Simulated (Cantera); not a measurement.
## NO annealing gas

An isothermal, constant-pressure homogeneous reactor starts with NO : N2 = 1 : 3.7 (molar parts), at 2073 K and 750 Torr.

Cantera simulation using GRI-Mech 3.0 (53 species, 325 reactions); the numbers are that mechanism's predictions, not measurements.

| t (s) | x NO | x NO2 | x O2 | x N2O | x O |
|---|---|---|---|---|---|
| 0.000600 | 0.213 | 2.60e-5 | 1.22e-5 | 2.06e-5 | 4.66e-5 |
| 0.00102 | 0.213 | 3.80e-5 | 4.26e-5 | 2.23e-5 | 6.68e-5 |
| 0.00173 | 0.212 | 4.45e-5 | 0.000119 | 2.25e-5 | 7.77e-5 |
| 0.00294 | 0.212 | 4.61e-5 | 0.000264 | 2.25e-5 | 8.06e-5 |
| 0.00500 | 0.212 | 4.73e-5 | 0.000515 | 2.23e-5 | 8.27e-5 |
| 0.00849 | 0.211 | 4.91e-5 | 0.000942 | 2.21e-5 | 8.60e-5 |
| 0.0144 | 0.209 | 5.21e-5 | 0.00167 | 2.18e-5 | 9.14e-5 |
| 0.0245 | 0.207 | 5.66e-5 | 0.00292 | 2.12e-5 | 9.99e-5 |
| 0.0416 | 0.202 | 6.31e-5 | 0.00507 | 2.03e-5 | 0.000113 |
| 0.0707 | 0.195 | 7.18e-5 | 0.00873 | 1.88e-5 | 0.000132 |
| 0.120 | 0.183 | 8.19e-5 | 0.0149 | 1.64e-5 | 0.000160 |
| 0.204 | 0.162 | 9.01e-5 | 0.0250 | 1.29e-5 | 0.000196 |
| 0.347 | 0.132 | 9.05e-5 | 0.0401 | 8.52e-6 | 0.000240 |
| 0.589 | 0.0926 | 7.65e-5 | 0.0598 | 4.31e-6 | 0.000288 |
| 1.00 | 0.0524 | 4.97e-5 | 0.0800 | 1.61e-6 | 0.000329 |
x: mole fraction; the columns are a selection and need not sum to one.

Equilibrium at this temperature and pressure: NO 0.00694, NO2 7.42e-6, O2 0.103, N2O 4.12e-7, O 0.000370 (gas phase only).
